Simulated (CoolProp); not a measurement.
Methane at 293.15 K and 6.07 MPa is throttled through a valve to 2.29 MPa with no heat exchange. Each further row changes one setting.

Model: reference Helmholtz-energy equation of state, Setzmann 1991, in CoolProp.

```
case                       temperature change (K)  final density (kg/m³)
-------------------------  ----------------------  ---------------------
as stated                              (withheld)             (withheld)
outlet pressure 0.687 MPa              (withheld)             (withheld)
outlet pressure 2.98 MPa               (withheld)             (withheld)
```

Task: Some entries are withheld; supply them.

Result: 
- as stated, temperature change (K): -17.0
- as stated, final density (kg/m³): 16.9
- outlet pressure 0.687 MPa, temperature change (K): -25.3
- outlet pressure 0.687 MPa, final density (kg/m³): 5.04
- outlet pressure 2.98 MPa, temperature change (K): -13.6
- outlet pressure 2.98 MPa, final density (kg/m³): 22.0
